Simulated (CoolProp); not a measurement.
Model: reference Helmholtz-energy equation of state, Lemmon 2006, in CoolProp. It is a short technical equation, of lower accuracy than the large ones.

Problem. For toluene, give the phase and the cp (kJ/(kg K)), isothermal compressibility (1/MPa) at 369.6 K and 4550 kPa; 455 K and 4550 kPa.

Solution. 
- 369.6 K and 4550 kPa: liquid; cp 1.94, isothermal compressibility 0.00149
- 455 K and 4550 kPa: liquid; cp 2.26, isothermal compressibility 0.00334
